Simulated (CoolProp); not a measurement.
The fluid at 378.72 K and 0.0957 MPa is throttled through a valve to 0.0106 MPa with no heat exchange. The same conditions are run with several fluids, on thermodynamics alone (safety and materials aside).

The numbers come from the reference Helmholtz-energy equation of state of each fluid (n-perfluorohexane: Gao 2022; benzene: Thol 2012; n-perfluoropentane: Gao 2022; carbon dioxide: Span 1996; R142b: Lemmon 2006) in CoolProp.

### Question
Rank n-perfluorohexane, benzene, n-perfluoropentane, carbon dioxide, R142b by temperature change (K), highest first.

### Answer
carbon dioxide (-0.5), n-perfluoropentane (-0.9), R142b (-1.0), n-perfluorohexane (-1.1), benzene (-2.2)

| fluid | final density (kg/m³) |
|---|---|
| n-perfluorohexane | 1.15 |
| benzene | 0.265 |
| n-perfluoropentane | 0.974 |
| carbon dioxide | 0.148 |
| R142b | 0.340 |
